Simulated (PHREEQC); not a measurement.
A solution holds 0.15 mol/kgw H2SO4 and 0.0046 mol/kgw KH2PO4, at 25 °C. Closed to the air; pH follows from the charge balance.

All values are PHREEQC results (ion-association model, phreeqc.dat), not measurements.

No solid was allowed to form.

Q: Order these S species by the share of S that they hold, largest first: HSO4-, KSO4-, SO4-2.

A: HSO4- (84 %), SO4-2 (16 %), KSO4- (0.14 %)

The pH is 0.87 and the ionic strength 0.199 mol/kgw. Species that the database lacks are ignored.
